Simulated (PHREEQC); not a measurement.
## Cooling-tower water: speciation

A made-up water analysis in mg/L, 25 °C, pH 6.69, pe 10.6:

```json
[
 {"constituent": "Na", "mg/L": "189"},
 {"constituent": "K", "mg/L": "542"},
 {"constituent": "Ca", "mg/L": "137"},
 {"constituent": "Mg", "mg/L": "76.2"},
 {"constituent": "Cl", "mg/L": "414"},
 {"constituent": "S(6) as SO4", "mg/L": "395"},
 {"constituent": "Alkalinity as HCO3", "mg/L": "874"},
 {"constituent": "Br", "mg/L": "2.35"}
]
```

Valence states are taken as typed.

Equilibrium calculation in PHREEQC: ion-association model, phreeqc.dat.

```json
{
  "ionic_strength": "0.0408 mol/kgw",
  "specific_conductance": "3440 µS/cm",
  "charge_balance_error": "1.4 %"
}
```

```csv
species,molality,activity,log γ
HCO3-,0.0138,0.0116,-0.076
K+,0.0138,0.0114,-0.083
Cl-,0.0117,0.00968,-0.082
Na+,0.00814,0.00680,-0.078
CO2,0.00529,0.00534,0.004
SO4-2,0.00310,0.00151,-0.311
Ca+2,0.00280,0.00140,-0.303
Mg+2,0.00249,0.00126,-0.294
MgSO4,0.000445,0.000449,0.004
CaSO4,0.000372,0.000376,0.004
```

This is a speciation only: nothing precipitates in the calculation.
